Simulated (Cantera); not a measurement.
Feed: 1 mol c-C4F8, 0.014 mol HCl, 0.19 mol H2, at 1227 °C and 5.78 Torr.

Method: chemical equilibrium by Gibbs-energy minimisation in Cantera with the NASA 1993 tables (ideal gas, pure condensed phases). Candidate condensed phases: C, C6H6, C7H8, C8H18; 118 gas species. The feed counts by its element totals alone. Gases not in the tables: C2F6 and larger saturated fluorocarbons. The numbers say what is thermodynamically allowed, not how fast it happens.

Base state: CF4 0.823, HF 0.170, Cl 0.00523, CF2 0.000442, HCl 0.000420, CClF3 0.000285, CF3 9.15e-5, F 7.23e-5 (mole fractions); condensed: C(graphite).

What changes in the equilibrium state with this change: temperature from 1227 °C to 1425 °C?


```json
[
 {"species": "CF4", "before": "0.823", "after": "0.816"},
 {"species": "HF", "before": "0.170", "after": "0.170"},
 {"species": "CF2", "before": "0.000442", "after": "0.00596"},
 {"species": "F", "before": "7.23e-5", "after": "0.00140"},
 {"species": "Cl2", "before": "6.18e-5", "after": "7.25e-6"},
 {"species": "CF3", "before": "9.15e-5", "after": "0.000756"},
 {"species": "C(graphite), mol", "before": "2.10", "after": "2.09"}
]
```
